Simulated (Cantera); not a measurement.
Standard-state values (1 bar) from the NASA 1993 polynomials, evaluated with Cantera. Values are per mole of reaction as written; species without (g) are pure solids or liquids, kept so even where they would boil at 1 bar.

6 H₂O₂(g) + 3 CuF₂ ⇌ 2 O₃(g) + 3 Cu(OH)₂ + 6 HF(g), with ΔH° = -268.1 kJ and ΔS° = 206.9 J/K at 300 K.

How far is the shortcut ΔG° ≈ ΔH°(300 K) − T·ΔS°(300 K) from the full temperature-dependent value at 898, 948, 998, 1048, 1098, 1148, 1198 K?


| T (K) | shortcut (kJ) | full (kJ) | difference (kJ) | difference in log10 K | condensed phases |
|---|---|---|---|---|---|
| 898 | -453.9 | -476.1 | 22.2 | -1.29 | CuF₂(s), Cu(OH)₂(s) |
| 948 | -464.2 | -489.0 | 24.8 | -1.37 | CuF₂(s), Cu(OH)₂(s) |
| 998 | -474.6 | -502.0 | 27.4 | -1.43 | CuF₂(s), Cu(OH)₂(s) |
| 1048 | -484.9 | -515.0 | 30.0 | -1.50 | CuF₂(s), Cu(OH)₂(s) |
| 1098 | -495.3 | -527.9 | 32.7 | -1.55 | CuF₂(s), Cu(OH)₂(s) |
| 1148 | -505.6 | -535.1 | 29.5 | -1.34 | CuF₂(l), Cu(OH)₂(s) |
| 1198 | -516.0 | -540.5 | 24.6 | -1.07 | CuF₂(l), Cu(OH)₂(s) |
The shortcut ignores heat capacities and the phase changes listed.
